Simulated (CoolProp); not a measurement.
Vapour-liquid equilibrium of R134a (1) + R124 (2) at 213.2 K; x and y are mole fractions of (1).

Values from CoolProp's multi-fluid Helmholtz-energy mixture model, Tillner-Roth 1994 and de Vries 1995; pair parameters Bell 2016.

```
x     bubble pressure, mixture model (MPa)  bubble pressure, Raoult's law (MPa)  y, mixture model  y, Raoult's law
----  ------------------------------------  -----------------------------------  ----------------  ---------------
0.05                              0.008421                             0.008222             0.118            0.097
0.2                                0.01008                             0.009443             0.373            0.338
0.35                               0.01151                              0.01066             0.545            0.524
0.5                                0.01275                              0.01189             0.673            0.671
0.65                               0.01384                              0.01311             0.778            0.791
0.8                                0.01481                              0.01433             0.873            0.891
0.95                               0.01568                              0.01555             0.967            0.975
```

The largest gap from Raoult's law is +8.0 % in bubble pressure, at x = 0.35. No azeotrope shows between x = 0.05 and 0.95.

Pair parameters are fitted to limited data, so mixtures are less certain than the pure fluids.
